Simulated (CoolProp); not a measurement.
Cyclopentane at 298.15 K and 0.412 MPa is throttled through a valve to 0.101 MPa with no heat exchange. Each further row changes one setting.

The numbers come from the reference Helmholtz-energy equation of state, Gedanitz 2015 in CoolProp.

```csv
case,temperature change (K),final phase,final density (kg/m³)
as stated,+0.1,liquid,740
outlet pressure 0.0303 MPa,-8.2,"two-phase, vapour fraction 0.036",23.8
outlet pressure 0.131 MPa,+0.1,liquid,740
```
